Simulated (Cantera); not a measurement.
Feed: 1 mol V2O3, a varied amount of H2, 2 mol H2O, held at 1650 K and 101000 Pa.

Method: chemical equilibrium by Gibbs-energy minimisation in Cantera with the NASA 1993 tables (ideal gas, pure condensed phases). Candidate condensed phases: H2O, V, VO, V2O3, V2O4, V2O5; 12 gas species. Mutual solubility and eutectic melting of coexisting phases are not modelled. VO: taken at fixed stoichiometry. Condensed phases not in the tables: the oxides between V2O3 and V2O5 other than VO2. The numbers say what is thermodynamically allowed, not how fast it happens.

Q: At 300 mol H2, list the 3 most abundant gas species with their mole fractions, and the condensed phases.

A: H2 0.992, H2O 0.00773, H 8.99e-5. Condensed: VO(s) + V2O3(s).
